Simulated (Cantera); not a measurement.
An isothermal, constant-pressure homogeneous reactor starts with 6.41 % CH4, 91.6 % H2, 2.01 % N2, at 2700 K and 10.00 Torr.

Cantera simulation using GRI-Mech 3.0 (53 species, 325 reactions); the numbers are that mechanism's predictions, not measurements. GRI-Mech 3.0 stops at C3 and has no aromatics, soot or wall deposition, so with more carbon than oxygen in the feed, carbon stays in small species such as C2H2 where larger ones or solid carbon would form. Radical loss at walls, strong at low pressure, is not modelled.

x: mole fraction; the columns are a selection and need not sum to one.

```csv
t (s),x CH4,x H2,x C2H4,x C2H,x CH3
0.000600,0.0164,0.898,0.000331,6.83e-5,0.0118
0.00221,0.00176,0.897,1.41e-5,0.000172,0.00181
0.00811,0.000144,0.878,2.56e-6,0.000256,0.000211
0.0298,1.68e-5,0.835,1.08e-6,0.000421,4.11e-5
0.110,3.05e-6,0.731,2.81e-7,0.000839,1.60e-5
0.403,___,0.606,___,0.00142,___
1.48,6.20e-7,0.582,6.38e-8,0.00151,6.86e-6
5.44,6.14e-7,0.582,6.14e-8,0.00145,6.79e-6
20.0,5.97e-7,0.582,5.75e-8,0.00136,6.61e-6
```

**Question.** What belongs in the gaps?

**Answer.** 
- 0.403, x CH4: 7.76e-7
- 0.403, x C2H4: 8.09e-8
- 0.403, x CH3: 7.72e-6
